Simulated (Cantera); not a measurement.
Feed: 1 mol Si, 0.012 mol O2, 420 mol N2, 0.078 mol N2O, at 1.00 bar.

Equilibrium computed with Cantera from the NASA thermochemical tables; the gas is ideal and each condensed phase is pure. Candidate condensed phases: Si, SiO2, Si2N2O, Si3N4; 16 gas species. Mutual solubility and eutectic melting of coexisting phases are not modelled. Rates play no part.

Problem. What share of the Si ends up in condensed phases as a function of T (°C), at 1250, 1300, 1350, 1400, 1450, 1500, 1550, 1600?

Solution. 
```tsv
T (°C)	Si condensed (%)	as
1250	100.0	Si2N2O(s) + Si3N4(s)
1300	100.0	Si2N2O(s) + Si3N4(s)
1350	100.0	Si2N2O(s) + Si3N4(s)
1400	99.8	Si2N2O(s) + Si3N4(s)
1450	99.5	Si2N2O(s) + Si3N4(s)
1500	98.4	Si2N2O(s) + Si3N4(s)
1550	95.4	Si2N2O(s) + Si3N4(s)
1600	89.8	Si3N4(s)
```
